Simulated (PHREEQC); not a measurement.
Sulfide liquor: speciation

Consider water at 25 °C with 0.091 mol NH4HS, 0.0029 mol NaOH and 0.025 mol MnCl2 per kg of water. Closed to the air; pH follows from the charge balance.

Computed with PHREEQC (ion-association model, wateq4f.dat).

Each row changes one thing in this solution. No solid was allowed to form.

| case | pH | ionic strength (mol/kgw) |
|---|---|---|
| as made | 8.22 | 0.160 |
| NaOH left out | 8.07 | 0.158 |
| MnCl2 from 0.025 to 0.05 mol/kgw | 8.21 | 0.227 |
| MnCl2 left out | 8.22 | 0.0876 |
| MnCl2 from 0.025 to 0.0375 mol/kgw | 8.22 | 0.194 |
| temperature from 25 to 5 °C | 8.77 | 0.161 |
| NaOH from 0.0029 to 0.00029 mol/kgw | 8.09 | 0.159 |
| NH4HS from 0.091 to 0.0091 mol/kgw | 8.96 | 0.0800 |
| NH4HS left out | 9.98 | 0.0688 |

Species that the database lacks are ignored. Some of these states are supersaturated (in MnS(Green), Pyrochroite, for instance). Away from 25 °C the constants follow the database's enthalpies or fits; those with neither stay at their 25 °C values. The polysulfide entries of wateq4f.dat were taken out for this run.
